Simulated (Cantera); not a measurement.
An adiabatic, constant-volume homogeneous reactor starts with 5.46 % CH₄, 11.5 % O₂, 83.1 % N₂, equivalence ratio 0.95, at 1250 K and 1950 Torr.

Computed with Cantera and GRI-Mech 3.0 (53 species, 325 reactions).

**Question.** Predict: time of steepest temperature rise; temperature at 1.00 s; equilibrium temperature; x(O₂) at 1.00 s; x(OH) at 1.00 s; x(HO₂) at 1.00 s; x(H) at 1.00 s.

**Answer.** 
* **time of steepest temperature rise**: 17.8 ms
* **temperature at 1.00 s**: 2534 K
* **equilibrium temperature**: 2534 K
* **x(O₂) at 1.00 s**: 0.00812 (gas-phase equilibrium 0.00812)
* **x(OH) at 1.00 s**: 0.00476 (gas-phase equilibrium 0.00476)
* **x(HO₂) at 1.00 s**: 2.09e-6 (gas-phase equilibrium 2.09e-6)
* **x(H) at 1.00 s**: 0.000751 (gas-phase equilibrium 0.000751)
